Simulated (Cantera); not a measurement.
An isothermal, constant-pressure homogeneous reactor starts with NH3 : N2 = 1 : 23 (molar parts), at 1723 K and 1.68 atm.

Detailed kinetics in Cantera: the gas-phase N/H chemistry of the illustrative SiF4/NH3 mechanism in the Surface Chemkin manual (1991). Walls and surfaces, which speed up NH3 decomposition in real reactors, are not modelled.

x: mole fraction; the columns are a selection and need not sum to one.

```csv
t (s),x NH3,x H2,x N2,x H,x N2H4,x N2H2,x NH
4.00e-5,0.0417,8.67e-7,0.958,2.55e-8,3.32e-11,3.39e-11,3.53e-10
0.000187,0.0417,4.21e-6,0.958,2.66e-8,7.46e-10,9.07e-10,1.24e-8
0.000875,0.0416,2.74e-5,0.958,(withheld),1.32e-8,2.03e-8,1.55e-7
0.00409,0.0414,0.000287,0.958,(withheld),3.33e-8,5.57e-8,3.23e-7
0.0191,0.0405,0.00161,0.958,(withheld),2.71e-8,5.35e-8,4.39e-7
0.0894,0.0366,0.00727,0.956,(withheld),1.72e-8,4.43e-8,5.87e-7
0.418,0.0241,0.0252,0.951,(withheld),7.22e-9,2.26e-8,5.27e-7
1.96,0.00714,0.0497,0.943,(withheld),8.63e-10,3.17e-9,2.35e-7
9.15,0.00111,0.0584,0.940,3.25e-5,2.73e-11,1.12e-10,4.91e-8
42.8,0.000192,0.0597,0.940,3.42e-5,<1e-12,3.70e-12,9.08e-9
200,3.86e-5,0.0599,0.940,3.45e-5,<1e-12,<1e-12,1.84e-9
```

What belongs in the gaps?


- 0.000875, x H: 5.45e-8
- 0.00409, x H: 2.27e-7
- 0.0191, x H: 8.44e-7
- 0.0894, x H: 3.13e-6
- 0.418, x H: 1.05e-5
- 1.96, x H: 2.41e-5
